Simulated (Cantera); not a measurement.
A perfectly stirred reactor is fed with NH₃ : H₂ = 1 : 0.28 (molar parts), at 4600 Pa; it is held at 2100 K, and followed from long to short residence time.

Cantera simulation using the gas-phase N/H chemistry of the illustrative SiF4/NH3 mechanism in the Surface Chemkin manual (1991); the numbers are that mechanism's predictions, not measurements. Walls and surfaces, which speed up NH3 decomposition in real reactors, are not modelled.

Question: What does this change do: NH3 1 to 0.51 parts?

Answer: 
| quantity | before | after |
|---|---|---|
| x(NH₃) at τ = 0.410 s | 0.223 | 0.196 |
| x(H₂) at τ = 0.410 s | 0.619 | 0.666 |
| x(N) at τ = 0.410 s | 2.15e-6 | 2.16e-6 |
| x(NH) at τ = 0.410 s | 2.50e-5 | 2.40e-5 |
| x(N₂) at τ = 0.410 s | 0.156 | 0.136 |
| x(NH₃) at τ = 9.00 ms | 0.741 | 0.615 |
| x(H₂) at τ = 9.00 ms | 0.246 | 0.374 |
| x(N) at τ = 9.00 ms | 1.32e-6 | 1.54e-6 |
| x(NH) at τ = 9.00 ms | 2.99e-5 | 2.95e-5 |
| x(N₂) at τ = 9.00 ms | 0.0105 | 0.00854 |
